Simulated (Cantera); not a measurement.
A perfectly stirred reactor is fed with 9.38 % CH4, 17.1 % O2, 64.2 % N2, 9.38 % H2O, at 203 Torr; it is adiabatic with a 473 K inlet, and is followed from long to short residence time, starting on the burning branch (τ in s: 0.062, 0.03, 0.015, 0.0072, 0.0035, 0.0017, 0.00084, 0.00041, 0.0002, 9.7e-05).

Computed with Cantera and GRI-Mech 3.0 (53 species, 325 reactions).

One state of this run: T (K) = 1899; x CH4 = 0.000106; x O2 = 0.0108; x H2O = 0.236; x C2H2 = 1.16e-7; x HO2 = 1.72e-6; x CH2 = 2.54e-6. x: mole fraction; the columns are a selection and need not sum to one.

Problem. Which value of τ (s) does it belong to?
(A) 0.00020
(B) 0.0035
(C) 0.030
(D) 0.00041

Solution. B, 0.0035
